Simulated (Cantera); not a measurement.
Premixed flame

A freely propagating, adiabatic, planar premixed flame of 33.8 % H2, 14.1 % O2, 52.1 % N2, equivalence ratio 1.2, unburnt at 648 K and 14000 Pa; mixture-averaged transport, grid criteria slope 0.08 and curve 0.16, no radiation.

Model: the H2/O2 subset of GRI-Mech 3.0, which has no nitrogen chemistry, integrated in Cantera. Burning velocities carry a grid error of a few per cent, more on coarse grids.

| z (mm) | T (K) | u (m/s) | x H2 | x O2 | x H | x O | x H2O | x H2O2 |
|---|---|---|---|---|---|---|---|---|
| -18.9 | 648 | 7.70 | 0.338 | 0.141 | <1e-8 | <1e-8 | <1e-8 | <1e-8 |
| -12.6 | 648 | 7.70 | 0.338 | 0.141 | <1e-8 | <1e-8 | <1e-8 | <1e-8 |
| -9.47 | 648 | 7.70 | 0.338 | 0.141 | <1e-8 | <1e-8 | <1e-8 | <1e-8 |
| -6.32 | 648 | 7.70 | 0.338 | 0.141 | 2.55e-7 | <1e-8 | 2.31e-8 | <1e-8 |
| -3.16 | 653 | 7.75 | 0.337 | 0.141 | 0.000362 | 7.80e-6 | 0.000343 | 2.14e-7 |
| -1.58 | 749 | 8.82 | 0.318 | 0.138 | 0.00921 | 0.000289 | 0.00949 | 3.55e-7 |
| 0 | 1121 | 12.8 | 0.171 | 0.0870 | 0.0800 | 0.00786 | 0.113 | 6.26e-7 |
| 1.58 | 1397 | 15.8 | 0.0698 | 0.0280 | 0.114 | 0.0140 | 0.219 | 7.08e-7 |
| 3.16 | 1513 | 17.0 | 0.0676 | 0.0226 | 0.104 | 0.0141 | 0.229 | 5.64e-7 |
| 6.32 | 1651 | 18.3 | 0.0717 | 0.0200 | 0.0891 | 0.0134 | 0.236 | 3.53e-7 |
| 12.6 | 1808 | 19.8 | 0.0750 | 0.0171 | 0.0728 | 0.0119 | 0.244 | 1.88e-7 |
| 25.3 | 1973 | 21.4 | 0.0766 | 0.0140 | 0.0566 | 0.00970 | 0.254 | 9.84e-8 |
| 50.5 | 2138 | 22.9 | 0.0763 | 0.0107 | 0.0419 | 0.00720 | 0.267 | 5.70e-8 |
x: mole fraction of selected species; z is measured from the peak of heat release.

```yaml
laminar_burning_velocity: 770 cm/s
thermal_thickness: 6.32 mm
peak x(H): 0.114
peak x(O): 0.0142
peak x(H2O2): 7.66e-7
grid_points: 141
```
